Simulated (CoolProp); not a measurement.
Vapour-liquid equilibrium of R22 (1) + n-pentane (2) at 0.24 MPa; x and y are mole fractions of (1).

Model: multi-fluid Helmholtz-energy mixture model, Kamei 1995 and Thol 2019; pair parameters Bell 2016, in CoolProp.

```tsv
x	bubble temperature, mixture model (°C)	bubble temperature, Raoult's law (°C)	y, mixture model	y, Raoult's law
0.05	41.8	48.8	0.493	0.393
0.15	15.2	28.8	0.818	0.722
0.25	2.2	16.1	0.903	0.848
0.35	-4.8	7.1	0.935	0.909
0.45	-8.9	0.3	0.951	0.943
0.55	-11.6	-5.1	0.961	0.964
0.65	-13.7	-9.5	0.968	0.977
0.75	-15.5	-13.3	0.975	0.987
0.85	-17.4	-16.5	0.983	0.993
0.95	-19.4	-19.3	0.993	0.998
```

The largest gap from Raoult's law is -13.9 K in bubble temperature, at x = 0.25. No azeotrope shows between x = 0.05 and 0.95.

Pair parameters are fitted to limited data, so mixtures are less certain than the pure fluids. With so large a gap from Raoult's law the liquid may split in two, which this calculation doesn't test in full.
